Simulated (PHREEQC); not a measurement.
A solution holds 3.1 mmol/kgw Na2SeO4 and 3.5 mmol/kgw CaCl2, at 25 °C. Closed to the air; pH follows from the charge balance.

All values are PHREEQC results (ion-association model, wateq4f.dat), not measurements.

```json
[
 {"quantity": "pH", "before": "7.00", "after": "7.07"},
 {"quantity": "ionic strength (mol/kgw)", "before": "0.0198", "after": "0.103"}
]
```

Problem. Which change was made?
(A) diluted 100-fold with water
(B) temperature from 25 to 40 °C
(C) Na2SeO4 replaced by NaHF2 at the same molality
(D) Na2SeO4 from 0.0031 to 0.031 mol/kgw
(E) CaCl2 left out

Solution. D, Na2SeO4 from 0.0031 to 0.031 mol/kgw

Precipitation was switched off in this run.
